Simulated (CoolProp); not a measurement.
The fluid at 293.15 K and 0.302 MPa flows at 14 m/s in a round tube of 10 mm bore and 1.5 µm roughness, fully developed (64/Re and Nu = 3.66 if laminar; Colebrook and Gnielinski if turbulent). The same conditions are run with several fluids, on thermodynamics alone (safety and materials aside).

Values from CoolProp's reference Helmholtz-energy equation of state of each fluid (toluene: Lemmon 2006; p-xylene: Zhou 2012; n-hexane: Thol 2019; n-octane: Beckmüller 2019; R236EA: Rui 2013).

| fluid | Reynolds number | Darcy friction factor | pressure drop (Pa/m) | heat-transfer coefficient (W/(m² K)) | mass flow (kg/h) |
|---|---|---|---|---|---|
| toluene | 206000 | 0.0167 | 142000 | 16000 | 3430 |
| p-xylene | 187000 | 0.0169 | 143000 | 15100 | 3410 |
| n-hexane | 294000 | 0.0159 | 103000 | 18200 | 2610 |
| n-octane | 180000 | 0.0170 | 117000 | 15100 | 2780 |
| R236EA | 491000 | 0.0150 | 212000 | 20300 | 5710 |

Transport values come from each fluid's own correlations; those of R236EA are estimates that may be off by 10 % or more.
